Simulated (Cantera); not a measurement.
Cantera run, input and output.

```python
import numpy as np
import cantera as ct

gas = ct.Solution("gri30.yaml")
gas.TPX = 1200, 1900000, {'CH4': 1, 'O2': 3.7, 'N2': 13.9}
reactor = ct.IdealGasReactor(gas, energy="on", clone=False)
net = ct.ReactorNet([reactor])
net.rtol, net.atol = 1e-08, 1e-16
show = ['CH4', 'O2', 'NO2', 'HO2', 'H2O2', 'H']
times = np.geomspace(8e-06, 2, 12)

steps = ct.SolutionArray(gas, extra=["t"])
rows = []
print(f"{'t/s':>10s}{'T/K':>9s}{'P/Pa':>11s}" + "".join(f"{s:>11s}" for s in show))
for t in times:
    while net.time < t:
        t_next = net.step()
        steps.append(gas.state, t=t_next)
    rows.append([np.interp(t, steps.t, y) for y in (steps.T, steps.P, *steps(*show).X.T)])
    print(f"{t:10.3e}{rows[-1][0]:9.1f}{rows[-1][1]:11.4g}" + "".join(f"{x:11.3e}" for x in rows[-1][2:]))
rate = np.gradient(steps.T, steps.t)
print("integrator steps:", len(steps.t))
if steps.T.max() > steps.T[0] + 200:
    print(f"time of steepest temperature rise: {steps.t[rate.argmax()]:.4e} s")
gas.TPX = 1200, 1900000, {'CH4': 1, 'O2': 3.7, 'N2': 13.9}
gas.equilibrate("UV")
print(f"equilibrium (UV): T = {gas.T:.1f} K  " + "  ".join(f"{s} {gas[s].X[0]:.3e}" for s in show))
```

It prints:

```
       t/s      T/K       P/Pa        CH4         O2        NO2        HO2       H2O2          H
 8.000e-06   1200.0    1.9e+06  5.376e-02  1.989e-01  4.645e-24  7.352e-08  1.784e-09  8.211e-12
 2.476e-05   1200.0    1.9e+06  5.376e-02  1.989e-01  4.423e-22  2.200e-07  1.336e-08  3.057e-11
 7.665e-05   1200.0    1.9e+06  5.376e-02  1.989e-01  5.058e-20  6.246e-07  7.062e-08  1.838e-10
 2.373e-04   1200.2    1.9e+06  5.374e-02  1.989e-01  7.917e-18  1.597e-06  2.466e-07  1.173e-09
 7.345e-04   1201.8  1.903e+06  5.351e-02  1.987e-01  9.974e-16  4.735e-06  1.029e-06  5.205e-09
 2.274e-03   2555.3  4.057e+06  3.519e-18  8.764e-02  1.762e-05  2.198e-05  1.552e-06  1.045e-04
 7.038e-03   2532.1  4.019e+06  2.721e-18  8.294e-02  5.021e-05  1.987e-05  1.436e-06  9.168e-05
 2.178e-02   2531.8  4.019e+06  2.710e-18  8.287e-02  5.068e-05  1.984e-05  1.434e-06  9.150e-05
 6.743e-02   2531.8  4.019e+06  2.710e-18  8.287e-02  5.068e-05  1.984e-05  1.434e-06  9.150e-05
 2.087e-01   2531.8  4.019e+06  2.710e-18  8.287e-02  5.068e-05  1.984e-05  1.434e-06  9.150e-05
 6.461e-01   2531.8  4.019e+06  2.710e-18  8.287e-02  5.068e-05  1.984e-05  1.434e-06  9.150e-05
 2.000e+00   2531.8  4.019e+06  2.710e-18  8.287e-02  5.068e-05  1.984e-05  1.434e-06  9.150e-05
integrator steps: 2182
time of steepest temperature rise: 1.8123e-03 s
equilibrium (UV): T = 2531.8 K  CH4 3.876e-18  O2 8.287e-02  NO2 5.068e-05  HO2 1.984e-05  H2O2 1.434e-06  H 9.150e-05
```

Detailed kinetics in Cantera: GRI-Mech 3.0 (53 species, 325 reactions). The pressure lies above the range GRI-Mech 3.0 was tuned for (to about 10 atm).
